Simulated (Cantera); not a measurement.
Input: 1 mol SiC, 0.081 mol N2O, 28 mol H2, at 950 K.

Method: chemical equilibrium by Gibbs-energy minimisation in Cantera with the NASA 1993 tables (ideal gas, pure condensed phases). Candidate condensed phases: C, C6H6, C7H8, C8H18, H2O, Si, SiC, SiO2, Si2N2O, Si3N4; 151 gas species. The numbers say what is thermodynamically allowed, not how fast it happens.

Which condensed phases are stable at each of these points (P (Pa)): 0.100, 1, 10, 100, 1000, 10000, 100000, 1000000?


| P (Pa) | condensed phases | Si condensed (%) |
|---|---|---|
| 0.100 | C(graphite) + SiC(s) + Si2N2O(s) | 100.0 |
| 1 | C(graphite) + SiC(s) + Si2N2O(s) | 100.0 |
| 10 | C(graphite) + SiC(s) + Si2N2O(s) | 100.0 |
| 100 | C(graphite) + SiC(s) + Si2N2O(s) | 100.0 |
| 1000 | C(graphite) + SiC(s) + Si2N2O(s) | 100.0 |
| 10000 | SiC(s) + Si2N2O(s) | 100.0 |
| 100000 | SiC(s) + Si2N2O(s) | 100.0 |
| 1000000 | SiC(s) + Si2N2O(s) | 100.0 |

From 1.00e-6 bar to 0.0100 bar the condensed part is C(graphite) + SiC(s) + Si2N2O(s). From 0.100 bar to 10.0 bar the condensed part is SiC(s) + Si2N2O(s).
